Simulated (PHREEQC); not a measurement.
Solution (10 °C): 0.0018 mol Na2SeO4 and 0.0041 mol NaOH per kg of water. Closed to the air; pH follows from the charge balance.

Model: ion-association model, wateq4f.dat, run in PHREEQC.

Each row changes one thing in this solution. No solid was allowed to form.

| case | pH | ionic strength (mol/kgw) |
|---|---|---|
| as made | 12.10 | 0.00950 |
| diluted 10-fold with water | 11.13 | 0.000950 |
| Na2SeO4 replaced by NaCl at the same molality | 12.11 | 0.00590 |
| 0.0068 mol/kgw Na2HAsO4 added | 11.40 | 0.0363 |
| NaOH replaced by NaH2PO4 at the same molality | 4.85 | 0.00954 |
| Na2SeO4 left out | 12.12 | 0.00410 |
| Na2SeO4 from 0.0018 to 0.00018 mol/kgw | 12.12 | 0.00464 |
| diluted 5-fold with water | 11.43 | 0.00190 |

Complexes and solids missing from the database can't appear. At this temperature some constants are extrapolated from 25 °C, and those without enthalpy data are left unchanged.
